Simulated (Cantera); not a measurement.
# Hydrogen reduction and annealing atmospheres: Cu2O + H2 + H2O

A closed system holds: 1 mol Cu2O, 12 mol H2, 0.075 mol H2O, held at 1050 °C and 75.0 Torr.

Cantera equilibrium calculation (NASA polynomials, part measured and part estimated; ideal gas, pure solids and liquids). Candidate condensed phases: Cu, CuO, Cu(OH)2, Cu2O, H2O; 12 gas species. The numbers say what is thermodynamically allowed, not how fast it happens.

The x(H2) is 0.911 and the x(H2O) is 0.0890. The x(H) is 4.79e-6, the x(Cu) is 2.68e-6 and the n(Cu(s)) is 2.00 mol. The gas amount is 12.08 mol. The log10 activity of Cu(OH)2(s) (absent) comes out as -11.98.
